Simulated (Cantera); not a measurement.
Cantera run:

```python
import numpy as np
import cantera as ct

gas_names = """
    B BN BO BO2 B2 B2O B2O2 B2O3 N NO NO2 NO3 N2 N2O O O2 O3
""".split()
cond_names = """
    B(b) B(L) BN(s) B2O3(L)
""".split()


# ... load() reads the species with a 1 bar reference pressure and builds the phases ...
atoms = {
    'BN': {'B': 1, 'N': 1},
    'O2': {'O': 2},
    'N2': {'N': 2},
}
top_T = {'BN(s)': 3200}  # K; cautious upper limits of use, not melting points


# ... equilibrate(T, P, feed) seeds the gas with the atoms and calls Mixture.equilibrate('TP', solver="vcs", rtol=1e-11, max_steps=5000) ...
results = []
feed = {'BN': 1, 'O2': 0.49, 'N2': 2.4}  # mol
P = 130  # Pa
for T in [1250, 1300, 1350, 1400, 1450, 1500, 1550, 1600, 1650, 1700]:
    mix = equilibrate(T, P, feed)
    results.append((T, P, feed, dict(zip(mix.species_names, mix.species_moles))))
    x = sorted(zip(gas.X, gas.species_names), reverse=True)
    print(f"T = {T:g} K  P = {P:g} Pa  gas = {mix.phase_moles(0):.4g} mol")
    print("   x: " + "  ".join(f"{s} {v:.3e}" for v, s in x if v > 0.001))
    print("   condensed (mol): " + ("  ".join(f"{mix.phase(i).name} {mix.phase_moles(i):.4g}"
          for i in range(1, mix.n_phases) if mix.phase_moles(i) > 1e-12) or "none"))
```

Result:

```
T = 1250 K  P = 130 Pa  gas = 2.727 mol
   x: N2 1.000e+00
   condensed (mol): BN(s) 0.3467  B2O3(L) 0.3266
T = 1300 K  P = 130 Pa  gas = 2.727 mol
   x: N2 9.999e-01
   condensed (mol): BN(s) 0.3467  B2O3(L) 0.3263
T = 1350 K  P = 130 Pa  gas = 2.728 mol
   x: N2 9.994e-01
   condensed (mol): BN(s) 0.3466  B2O3(L) 0.3252
T = 1400 K  P = 130 Pa  gas = 2.732 mol
   x: N2 9.981e-01  B2O3 1.849e-03
   condensed (mol): BN(s) 0.3465  B2O3(L) 0.3215
T = 1450 K  P = 130 Pa  gas = 2.744 mol
   x: N2 9.939e-01  B2O3 5.781e-03
   condensed (mol): BN(s) 0.3461  B2O3(L) 0.3103
T = 1500 K  P = 130 Pa  gas = 2.778 mol
   x: N2 9.820e-01  B2O3 1.669e-02  B2O2 1.189e-03
   condensed (mol): BN(s) 0.3443  B2O3(L) 0.278
T = 1550 K  P = 130 Pa  gas = 2.875 mol
   x: N2 9.500e-01  B2O3 4.482e-02  B2O2 4.621e-03
   condensed (mol): BN(s) 0.3373  B2O3(L) 0.1884
T = 1600 K  P = 130 Pa  gas = 3.088 mol
   x: N2 8.881e-01  B2O3 9.528e-02  B2O2 1.487e-02  BO 1.735e-03
   condensed (mol): BN(s) 0.3143
T = 1650 K  P = 130 Pa  gas = 3.116 mol
   x: N2 8.841e-01  B2O3 8.653e-02  B2O2 2.555e-02  BO 3.774e-03
   condensed (mol): BN(s) 0.2897
T = 1700 K  P = 130 Pa  gas = 3.159 mol
   x: N2 8.779e-01  B2O3 7.377e-02  B2O2 4.062e-02  BO 7.657e-03
   condensed (mol): BN(s) 0.2531
```

Method: chemical equilibrium by Gibbs-energy minimisation in Cantera with the NASA 1993 tables (ideal gas, pure condensed phases). Mutual solubility and eutectic melting of coexisting phases are not modelled.
